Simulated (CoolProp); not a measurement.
Saturation properties of nitrogen.

The numbers come from the reference Helmholtz-energy equation of state, Span 2000 in CoolProp.

| T (K) | p (kPa) | liquid density (kg/m³) | vapour viscosity (µPa s) | liquid conductivity (mW/(m K)) |
|---|---|---|---|---|
| 98 | 675.6 | 701.2 | 7.23 | 104 |
| 100.5 | 805.6 | 686.3 | 7.48 | 99.1 |
| 103.1 | 958.8 | 670.0 | 7.76 | 94.0 |
| 105.6 | 1125 | 653.4 | 8.05 | 89.1 |
| 108.1 | 1311 | 635.8 | 8.37 | 84.2 |
| 110.7 | 1526 | 616.0 | 8.73 | 79.1 |
| 113.2 | 1756 | 595.1 | 9.12 | 74.2 |
| 115.8 | 2022 | 570.9 | 9.59 | 69.1 |
| 118.3 | 2303 | 544.3 | 10.2 | 64.2 |
| 120.8 | 2613 | 512.4 | 10.9 | 59.6 |
| 123.4 | 2969 | 468.1 | 12.0 | 55.7 |

It boils at 77.4 K under 1 atm.

Viscosity comes from a separate model (Lemmon 2004). Thermal conductivity comes from a separate model (Lemmon 2004).
